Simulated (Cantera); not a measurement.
Feed: 1 mol V, 0.53 mol NH₃, 20 mol H₂, held at 2125 K and 1.00 Torr.

Cantera equilibrium calculation (NASA polynomials, part measured and part estimated; ideal gas, pure solids and liquids). Candidate condensed phases: V, VN; 11 gas species. Condensed phases not in the tables: V₂N, N, O or C dissolved in the metal. Equilibrium is a limit: real reactors are often held back by kinetics, nucleation or transport.

Base state: H₂ 0.884, H 0.0935, N₂ 0.0119, V 0.0102 (mole fractions); condensed: V(s).

Task: What changes in the equilibrium state with this change: NH₃ from 0.53 to 0.24 mol?

Result: 
```json
[
 {"species": "H₂", "before": "0.884", "after": "0.890"},
 {"species": "H", "before": "0.0935", "after": "0.0938"},
 {"species": "V", "before": "0.0102", "after": "0.0102"},
 {"species": "N₂", "before": "0.0119", "after": "0.00552"},
 {"species": "V(s), mol", "before": "0.772", "after": "0.778"}
]
```
